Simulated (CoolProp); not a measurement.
Values from CoolProp's reference Helmholtz-energy equation of state, Bücker 2006.

### Question
For isobutane, give the phase and the density (kg/m³), Joule-Thomson coefficient (K/MPa), conductivity (mW/(m K)) at 297.1 K and 0.795 MPa; 309.2 K and 0.795 MPa.

### Answer
- 297.1 K and 0.795 MPa: liquid; density 553, Joule-Thomson coefficient -0.243, conductivity 89.9
- 309.2 K and 0.795 MPa: liquid; density 537, Joule-Thomson coefficient -0.171, conductivity 85.6

Thermal conductivity comes from a separate model (Perkins 2002).
